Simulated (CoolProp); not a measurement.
Vapour-liquid equilibrium of fluoroethane (R161) (1) + R227EA (2) at 212.6 K; x and y are mole fractions of (1).

Values from CoolProp's multi-fluid Helmholtz-energy mixture model, Wu 2012 and Lemmon 2016; pair parameters Bell 2016.

### Question
Give the bubble pressure and the first vapour's composition at x = 0.05, 0.35, 0.5. Is there an azeotrope?

### Answer
x = 0.05: 0.009326 MPa, y = 0.069; x = 0.35: 0.01349 MPa, y = 0.616; x = 0.5: 0.01733 MPa, y = 0.792. No azeotrope shows between x = 0.05 and 0.95.

The pair parameters rest on a limited set of measurements; away from them the model extrapolates.
